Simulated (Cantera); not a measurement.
Mixture: CH4 : C2H6 : O2 : N2 = 1 : 0.18 : 1.88 : 7.06 (molar parts), at 1.00 bar, adiabatic and at constant pressure. Ignition delay is the time to a rise of 400 K.

Cantera simulation using GRI-Mech 3.0 (53 species, 325 reactions); the numbers are that mechanism's predictions, not measurements.

Question: What does this change do: 0.55 parts H2O added?

Answer: 
```tsv
quantity	before	after
delay at 1075 K	24.0 ms	23.3 ms
delay at 1275 K	1.44 ms	1.55 ms
delay at 1475 K	0.240 ms	0.268 ms
delay at 1675 K	57.8 µs	62.5 µs
delay at 1875 K	20.8 µs	21.8 µs
apparent activation energy between 1675 and 1875 K	130 kJ/mol	140 kJ/mol
```

Question: What does this change do: 0.043 parts H2 added?

Answer: 
```csv
quantity,before,after
delay at 1075 K,24.0 ms,21.2 ms
delay at 1275 K,1.44 ms,1.29 ms
delay at 1475 K,0.240 ms,0.225 ms
delay at 1675 K,57.8 µs,56.1 µs
delay at 1875 K,20.8 µs,20.4 µs
apparent activation energy between 1675 and 1875 K,130 kJ/mol,130 kJ/mol
```
